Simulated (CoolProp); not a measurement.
2000 sccm (0 °C, 1 atm) of nitrogen bubbles through liquid octamethyltrisiloxane (MDM) at 372.8 K and leaves saturated at a total pressure of 0.15 MPa (ideal gas phase). Each further row changes one setting.

The numbers come from the reference Helmholtz-energy equation of state, Thol 2017 in CoolProp.

| case | vapour pressure (kPa) | mole fraction of vapour | delivery (mg/min) | delivery (sccm) | change of delivery for a bath 1 K warmer (%) |
|---|---|---|---|---|---|
| as stated | 19.7 | 0.131 | … | … | 4.3 |
| bath temperature 377.8 K | … | 0.157 | 3940 | 373 | 4.3 |
| total pressure 0.3 MPa | 19.7 | … | 1480 | 141 | 4.0 |

Problem. Complete the blanks.

Solution. 
- as stated, delivery (mg/min): 3190
- as stated, delivery (sccm): 302
- bath temperature 377.8 K, vapour pressure (kPa): 23.6
- total pressure 0.3 MPa, mole fraction of vapour: 0.0657
